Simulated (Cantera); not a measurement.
An adiabatic, constant-volume homogeneous reactor starts with 7.74 % CH₃OH, 18.4 % O₂, 69.3 % N₂, 4.57 % CO₂, at 1750 K and 203 Torr.

Model: GRI-Mech 3.0 (53 species, 325 reactions), integrated in Cantera. GRI-Mech 3.0 was tuned for natural gas; its chemistry of methanol as a main component is partial and can be far from experiment.

One state of this run: T (K) = 2648; P (bar) = 0.441; x CH₃OH = <1e-12; x O₂ = 0.0730; x CO₂ = 0.0789; x H₂ = 0.00809; x NO = 0.00264; x C₂H = <1e-12; x CH₂O = 4.92e-11. x: mole fraction; the columns are a selection and need not sum to one.

Question: Which value of t (s) does it belong to?
A) 4.00e-6
B) 0.000227
C) 0.00171
D) 1.10e-5

Answer: C, 0.00171
